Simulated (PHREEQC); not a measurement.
A solution holds 4.2 mol/kgw KOH, 0.85 mol/kgw KCl and 0.00014 mol/kgw H4SiO4, at 27 °C. Closed to the air; pH follows from the charge balance.

Equilibrium calculation in PHREEQC: Pitzer model, pitzer.dat.

Problem. The ionic strength comes out as 5.05 mol/kgw. What activity coefficients do H2SiO4-2, Cl-, K+, OH- get?

Solution. H2SiO4-2 0.012, Cl- 0.60, K+ 0.83, OH- 2.6. Single-ion values are on the MacInnes scale.

This is a speciation only: nothing precipitates in the calculation. In brines, pH and single-ion activities rest on the MacInnes convention.
